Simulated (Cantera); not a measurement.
Input (Python, Cantera):

```python
import numpy as np
import cantera as ct

gas = ct.Solution("SiF4_NH3_mec.yaml", "gas")
gas.TPX = 2323, 3600, {'NH3': 1, 'N2': 1.7}
inlet = ct.Reservoir(gas, clone=True)

reactor = ct.IdealGasConstPressureReactor(gas, energy="off", clone=False)
exhaust = ct.Reservoir(gas, clone=True)
tau = [0.51, 0.24, 0.11, 0.054, 0.026, 0.012, 0.0057, 0.0027, 0.0013, 0.00061, 0.00029][0]
for a, b in ((inlet, reactor), (reactor, exhaust)):
    ct.MassFlowController(a, b, mdot=lambda t: reactor.mass / tau)
net = ct.ReactorNet([reactor])
show = ['NH3', 'NH2', 'H', 'N2', 'H2']

rows = []
print(f"{'tau/s':>10s}{'T/K':>9s}" + "".join(f"{s:>11s}" for s in show))
for tau in [0.51, 0.24, 0.11, 0.054, 0.026, 0.012, 0.0057, 0.0027, 0.0013, 0.00061, 0.00029]:
    net.initial_time = 0.0
    net.advance(30 * tau)
    before = gas.X
    net.advance(40 * tau)
    drift = np.max(np.abs(gas.X - before) / (gas.X + 1e-9))
    rows.append([gas.T, *gas[show].X, drift])
    print(f"{tau:10.3e}{gas.T:9.1f}" + "".join(f"{x:11.3e}" for x in gas[show].X))
```

It prints:

```
     tau/s      T/K        NH3        NH2          H         N2         H2
 5.100e-01   2323.0  2.498e-02  4.127e-04  1.961e-03  5.963e-01  3.763e-01
 2.400e-01   2323.0  5.006e-02  6.668e-04  1.468e-03  5.987e-01  3.490e-01
 1.100e-01   2323.0  9.344e-02  1.037e-03  1.061e-03  6.029e-01  3.015e-01
 5.400e-02   2323.0  1.497e-01  1.465e-03  7.476e-04  6.082e-01  2.398e-01
 2.600e-02   2323.0  2.159e-01  1.951e-03  4.859e-04  6.144e-01  1.671e-01
 1.200e-02   2323.0  2.787e-01  2.459e-03  2.845e-04  6.203e-01  9.810e-02
 5.700e-03   2323.0  3.211e-01  2.885e-03  1.586e-04  6.242e-01  5.146e-02
 2.700e-03   2323.0  3.461e-01  3.140e-03  8.149e-05  6.266e-01  2.395e-02
 1.300e-03   2323.0  3.590e-01  3.040e-03  3.840e-05  6.279e-01  9.981e-03
 6.100e-04   2323.0  3.654e-01  2.425e-03  1.626e-05  6.286e-01  3.425e-03
 2.900e-04   2323.0  3.682e-01  1.504e-03  8.061e-06  6.291e-01  1.111e-03
```

Cantera simulation using the gas-phase N/H chemistry of the illustrative SiF4/NH3 mechanism in the Surface Chemkin manual (1991); the numbers are that mechanism's predictions, not measurements. Walls and surfaces, which speed up NH3 decomposition in real reactors, are not modelled.
